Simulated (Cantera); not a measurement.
A Cantera script and what it prints.

```python
import numpy as np
import cantera as ct

gas_names = [...]  # 150 gases of nasa_gas.yaml made of C, H, N, O, S
cond_names = """
    C(gr) C6H6(L) C7H8(L) C8H18(L),n-octa H2O(s) H2O(L) H2SO4(L) S(cr1) S(cr2) S(L)
""".split()


# ... load() reads the species with a 1 bar reference pressure and builds the phases ...
atoms = {
    'CS2': {'C': 1, 'S': 2},
    'H2O': {'H': 2, 'O': 1},
    'N2': {'N': 2},
}
top_T = {'C(gr)': 4500}  # K; cautious upper limits of use, not melting points


# ... equilibrate(T, P, feed) seeds the gas with the atoms and calls Mixture.equilibrate('TP', solver="vcs", rtol=1e-11, max_steps=5000) ...
results = []
feed = {'CS2': 1, 'H2O': 0.39, 'N2': 2.8}  # mol
P = 1000  # Pa
for T in [1825, 1875, 1925, 1975, 2025, 2075, 2125, 2175, 2225, 2275, 2325, 2375]:
    mix = equilibrate(T, P, feed)
    results.append((T, P, feed, dict(zip(mix.species_names, mix.species_moles))))
    x = sorted(zip(gas.X, gas.species_names), reverse=True)
    print(f"T = {T:g} K  P = {P:g} Pa  gas = {mix.phase_moles(0):.4g} mol")
    print("   x: " + "  ".join(f"{s} {v:.3e}" for v, s in x if v > 1e-06))
    print("   condensed (mol): " + ("  ".join(f"{mix.phase(i).name} {mix.phase_moles(i):.4g}"
          for i in range(1, mix.n_phases) if mix.phase_moles(i) > 1e-12) or "none"))
```

Output:

```
T = 1825 K  P = 1000 Pa  gas = 4.642 mol
   x: N2 6.030e-01  CS2 1.059e-01  S2 9.238e-02  CO 8.393e-02  H2 7.882e-02  CS 2.513e-02  SH 3.983e-03  S 2.755e-03  H2S 2.385e-03  H 1.236e-03  HCN 3.860e-04  COS 8.931e-05  HNC 1.548e-05  SN 2.233e-06  C2H2,acetylene 1.107e-06
   condensed (mol): none
T = 1875 K  P = 1000 Pa  gas = 4.667 mol
   x: N2 5.998e-01  CS2 9.689e-02  S2 9.530e-02  CO 8.349e-02  H2 7.809e-02  CS 3.336e-02  SH 4.586e-03  S 4.102e-03  H2S 2.047e-03  H 1.832e-03  HCN 4.361e-04  COS 7.764e-05  HNC 1.945e-05  SN 3.218e-06  C2H2,acetylene 1.322e-06
   condensed (mol): none
T = 1925 K  P = 1000 Pa  gas = 4.696 mol
   x: N2 5.960e-01  S2 9.829e-02  CS2 8.688e-02  CO 8.298e-02  H2 7.709e-02  CS 4.252e-02  S 5.987e-03  SH 5.234e-03  H 2.654e-03  H2S 1.765e-03  HCN 4.758e-04  COS 6.798e-05  HNC 2.347e-05  SN 4.549e-06  C2H2,acetylene 1.478e-06
   condensed (mol): none
T = 1975 K  P = 1000 Pa  gas = 4.729 mol
   x: N2 5.919e-01  S2 1.011e-01  CO 8.241e-02  CS2 7.630e-02  H2 7.584e-02  CS 5.216e-02  S 8.566e-03  SH 5.916e-03  H 3.768e-03  H2S 1.525e-03  HCN 5.028e-04  COS 5.985e-05  HNC 2.729e-05  SN 6.310e-06  C2H2,acetylene 1.557e-06
   condensed (mol): none
T = 2025 K  P = 1000 Pa  gas = 4.765 mol
   x: N2 5.873e-01  S2 1.033e-01  CO 8.179e-02  H2 7.432e-02  CS2 6.567e-02  CS 6.180e-02  S 1.202e-02  SH 6.616e-03  H 5.247e-03  H2S 1.319e-03  HCN 5.169e-04  COS 5.286e-05  HNC 3.072e-05  SN 8.589e-06  C2H2,acetylene 1.559e-06
   condensed (mol): none
T = 2075 K  P = 1000 Pa  gas = 4.805 mol
   x: N2 5.825e-01  S2 1.047e-01  CO 8.113e-02  H2 7.251e-02  CS 7.096e-02  CS2 5.545e-02  S 1.653e-02  SH 7.312e-03  H 7.173e-03  H2S 1.138e-03  HCN 5.190e-04  COS 4.678e-05  HNC 3.363e-05  SN 1.147e-05  C2H2,acetylene 1.494e-06  CN 1.426e-06
   condensed (mol): none
T = 2125 K  P = 1000 Pa  gas = 4.847 mol
   x: N2 5.774e-01  S2 1.050e-01  CO 8.042e-02  CS 7.929e-02  H2 7.040e-02  CS2 4.601e-02  S 2.228e-02  H 9.635e-03  SH 7.979e-03  H2S 9.779e-04  HCN 5.112e-04  COS 4.141e-05  HNC 3.596e-05  SN 1.503e-05  CN 2.155e-06  C2H2,acetylene 1.383e-06
   condensed (mol): none
T = 2175 K  P = 1000 Pa  gas = 4.893 mol
   x: N2 5.720e-01  S2 1.041e-01  CS 8.654e-02  CO 7.967e-02  H2 6.795e-02  CS2 3.759e-02  S 2.945e-02  H 1.273e-02  SH 8.589e-03  H2S 8.352e-04  HCN 4.959e-04  HNC 3.773e-05  COS 3.661e-05  SN 1.933e-05  CN 3.155e-06  C2H2,acetylene 1.245e-06
   condensed (mol): none
T = 2225 K  P = 1000 Pa  gas = 4.942 mol
   x: N2 5.663e-01  S2 1.017e-01  CS 9.260e-02  CO 7.888e-02  H2 6.513e-02  S 3.818e-02  CS2 3.031e-02  H 1.653e-02  SH 9.110e-03  H2S 7.073e-04  HCN 4.754e-04  HNC 3.897e-05  COS 3.230e-05  SN 2.438e-05  CN 4.498e-06  C2H2,acetylene 1.098e-06
   condensed (mol): none
T = 2275 K  P = 1000 Pa  gas = 4.996 mol
   x: N2 5.602e-01  S2 9.794e-02  CS 9.746e-02  CO 7.803e-02  H2 6.191e-02  S 4.855e-02  CS2 2.414e-02  H 2.112e-02  SH 9.512e-03  H2S 5.925e-04  HCN 4.516e-04  HNC 3.976e-05  SN 3.018e-05  COS 2.840e-05  CN 6.277e-06
   condensed (mol): none
T = 2325 K  P = 1000 Pa  gas = 5.055 mol
   x: N2 5.537e-01  CS 1.012e-01  S2 9.278e-02  CO 7.713e-02  S 6.055e-02  H2 5.827e-02  H 2.656e-02  CS2 1.904e-02  SH 9.765e-03  H2S 4.899e-04  HCN 4.261e-04  HNC 4.017e-05  SN 3.667e-05  COS 2.486e-05  CN 8.609e-06
   condensed (mol): none
T = 2375 K  P = 1000 Pa  gas = 5.118 mol
   x: N2 5.468e-01  CS 1.039e-01  S2 8.637e-02  CO 7.617e-02  S 7.410e-02  H2 5.423e-02  H 3.284e-02  CS2 1.487e-02  SH 9.847e-03  HCN 4.003e-04  H2S 3.986e-04  SN 4.372e-05  HNC 4.028e-05  COS 2.164e-05  CN 1.165e-05
   condensed (mol): none
```

These are equilibrium values from Cantera (NASA tables, ideal gas, pure condensed phases), not measurements of a reactor.
